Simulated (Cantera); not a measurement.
Ignition delay

Mixture: C3H8 : O2 : N2 = 1 : 8.06 : 41.1 (molar parts), at 9.87 atm, adiabatic and at constant volume. Ignition delay is the time to a rise of 400 K.

Cantera simulation using GRI-Mech 3.0 (53 species, 325 reactions); the numbers are that mechanism's predictions, not measurements. GRI-Mech 3.0 was tuned for natural gas; its chemistry of propane as a main component is partial and can be far from experiment.

| T0 (K) | delay (ms) |
|---|---|
| 1300 | 0.323 |
| 1350 | 0.148 |
| 1400 | 0.0729 |
| 1450 | 0.0384 |
| 1500 | 0.0217 |
| 1550 | 0.0131 |
| 1600 | 0.00836 |
| 1650 | 0.00564 |
| 1700 | 0.00399 |

```yaml
apparent activation energy between 1600 and 1700 K: 170 kJ/mol
```
